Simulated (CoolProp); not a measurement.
Nitrous oxide along the isotherm 52.95 °C: Z from the reference equation and from simpler models built on Tc = 36.4 °C, pc = 7245 kPa, ω = 0.161; each cubic takes its own stable root.

Values from CoolProp's reference Helmholtz-energy equation of state, Lemmon 2006. It is a short technical equation, of lower accuracy than the large ones.

```json
[
 {"p (kPa)": "2260", "phase": "gas", "reference": "0.9033", "van der Waals": "0.9123", "Redlich-Kwong": "0.9032", "Soave-Redlich-Kwong": "0.9050", "Peng-Robinson": "0.8941"},
 {"p (kPa)": "4530", "phase": "gas", "reference": "0.7911", "van der Waals": "0.8067", "Redlich-Kwong": "0.7910", "Soave-Redlich-Kwong": "0.7957", "Peng-Robinson": "0.7751"},
 {"p (kPa)": "6790", "phase": "gas", "reference": "0.6516", "van der Waals": "0.6652", "Redlich-Kwong": "0.6515", "Soave-Redlich-Kwong": "0.6621", "Peng-Robinson": "0.6342"},
 {"p (kPa)": "9060", "phase": "supercritical", "reference": "0.4433", "van der Waals": "0.4039", "Redlich-Kwong": "0.4421", "Soave-Redlich-Kwong": "0.4741", "Peng-Robinson": "0.4461"},
 {"p (kPa)": "11300", "phase": "supercritical", "reference": "0.3142", "van der Waals": "0.3855", "Redlich-Kwong": "0.3547", "Soave-Redlich-Kwong": "0.3713", "Peng-Robinson": "0.3427"},
 {"p (kPa)": "13600", "phase": "supercritical", "reference": "0.3274", "van der Waals": "0.4239", "Redlich-Kwong": "0.3716", "Soave-Redlich-Kwong": "0.3819", "Peng-Robinson": "0.3489"},
 {"p (kPa)": "15800", "phase": "supercritical", "reference": "0.3560", "van der Waals": "0.4672", "Redlich-Kwong": "0.4002", "Soave-Redlich-Kwong": "0.4085", "Peng-Robinson": "0.3715"},
 {"p (kPa)": "18100", "phase": "supercritical", "reference": "0.3897", "van der Waals": "0.5143", "Redlich-Kwong": "0.4336", "Soave-Redlich-Kwong": "0.4409", "Peng-Robinson": "0.3999"},
 {"p (kPa)": "20400", "phase": "supercritical", "reference": "0.4245", "van der Waals": "0.5619", "Redlich-Kwong": "0.4684", "Soave-Redlich-Kwong": "0.4750", "Peng-Robinson": "0.4301"},
 {"p (kPa)": "22600", "phase": "supercritical", "reference": "0.4581", "van der Waals": "0.6075", "Redlich-Kwong": "0.5020", "Soave-Redlich-Kwong": "0.5082", "Peng-Robinson": "0.4597"},
 {"p (kPa)": "24900", "phase": "supercritical", "reference": "0.4933", "van der Waals": "0.6550", "Redlich-Kwong": "0.5372", "Soave-Redlich-Kwong": "0.5432", "Peng-Robinson": "0.4909"},
 {"p (kPa)": "27200", "phase": "supercritical", "reference": "0.5284", "van der Waals": "0.7023", "Redlich-Kwong": "0.5724", "Soave-Redlich-Kwong": "0.5781", "Peng-Robinson": "0.5221"},
 {"p (kPa)": "29400", "phase": "supercritical", "reference": "0.5618", "van der Waals": "0.7473", "Redlich-Kwong": "0.6058", "Soave-Redlich-Kwong": "0.6114", "Peng-Robinson": "0.5518"},
 {"p (kPa)": "31700", "phase": "supercritical", "reference": "0.5965", "van der Waals": "0.7940", "Redlich-Kwong": "0.6406", "Soave-Redlich-Kwong": "0.6460", "Peng-Robinson": "0.5828"},
 {"p (kPa)": "34000", "phase": "supercritical", "reference": "0.6310", "van der Waals": "0.8405", "Redlich-Kwong": "0.6751", "Soave-Redlich-Kwong": "0.6804", "Peng-Robinson": "0.6137"},
 {"p (kPa)": "36200", "phase": "supercritical", "reference": "0.6637", "van der Waals": "0.8847", "Redlich-Kwong": "0.7079", "Soave-Redlich-Kwong": "0.7131", "Peng-Robinson": "0.6430"}
]
```
